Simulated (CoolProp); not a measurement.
Vapour pressure (kPa) of R113: the reference equation beside estimates from Tc = 487.2 K, pc = 3392 kPa, ω = 0.253.

Values from CoolProp's reference Helmholtz-energy equation of state, Marx 1992.

| T (K) | reference | van der Waals | Redlich-Kwong |
|---|---|---|---|
| 382.8 | 544.4 | 1196 | 732.8 |
| 389.6 | 631.4 | 1298 | 831.7 |
| 396.3 | 726.9 | 1404 | 937.8 |
| 403 | 832.7 | 1515 | 1053 |
| 409.7 | 949.5 | 1631 | 1177 |
| 416.4 | 1078 | 1753 | 1311 |
| 423.1 | 1219 | 1881 | 1455 |
| 429.9 | 1376 | 2016 | 1611 |
| 436.6 | 1544 | 2155 | 1776 |
| 443.3 | 1728 | 2299 | 1952 |
| 450 | 1927 | 2449 | 2139 |
| 456.7 | 2144 | 2606 | 2337 |
| 463.4 | 2378 | 2768 | 2547 |
| 470.2 | 2637 | 2938 | 2772 |
| 476.9 | 2913 | 3112 | 3007 |

Absolute difference from the reference over all 15 rows, mean and median: van der Waals 52.8 and 46.5 %, Redlich-Kwong 17.8 and 17.1 %.
